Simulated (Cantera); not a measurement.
Feed: 1 mol CaCl₂, 4.2 mol H₂O, 2.5 mol H₂, equilibrated at 750 °C and 68.0 Pa.

These are equilibrium values from Cantera (NASA tables, ideal gas, pure condensed phases), not measurements of a reactor. Candidate condensed phases: Ca, CaCl₂, CaO, Ca(OH)₂, H₂O; 21 gas species. Mutual solubility and eutectic melting of coexisting phases are not modelled. Condensed phases not in the tables: oxide chlorides. The numbers say what is thermodynamically allowed, not how fast it happens.

Task: What is the equilibrium state?

Result: 
```json
{
 "x(H₂O)": "0.559",
 "x(H₂)": "0.358",
 "x(HCl)": "0.0830",
 "x(CaCl₂)": "7.50e-5",
 "n(CaCl₂(s))": "0.710 mol",
 "n(CaO(s))": "0.290 mol",
 "gas_amount": "6.990 mol",
 "log10 activity of Ca(s) (absent)": "-17.36"
}
```
